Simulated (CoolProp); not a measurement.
A closed Brayton cycle with carbon dioxide: compressor inlet 307.15 K and 9.6 MPa, high pressure 27.5 MPa, turbine inlet 950 K, compressor efficiency 0.89, turbine efficiency 0.93, recuperator effectiveness 0.9 (on enthalpy, no pinch check). Each further row changes one setting.

Model: reference Helmholtz-energy equation of state, Span 1996, in CoolProp.

| case | thermal efficiency (%) | net work (kJ/kg) | compressor to turbine work | compressor exit (K) | turbine exit (K) |
|---|---|---|---|---|---|
| as stated | 40.5 | 140 | 0.16 | 334.3 | 807.8 |
| turbine inlet 900 K | [?] | 131 | [?] | 334.3 | 762.7 |
| compressor inlet 317.15 K | 39.7 | 131 | 0.21 | [?] | 807.8 |
| high pressure 23.4 MPa | 38.4 | 122 | 0.14 | 329.3 | 828.9 |
| recuperator effectiveness 0.5 | [?] | 140 | 0.16 | 334.3 | 807.8 |

Q: Complete the blanks.

A: 
- turbine inlet 900 K, thermal efficiency (%): 39.4
- turbine inlet 900 K, compressor to turbine work: 0.17
- compressor inlet 317.15 K, compressor exit (K): 370.1
- recuperator effectiveness 0.5, thermal efficiency (%): 24.1
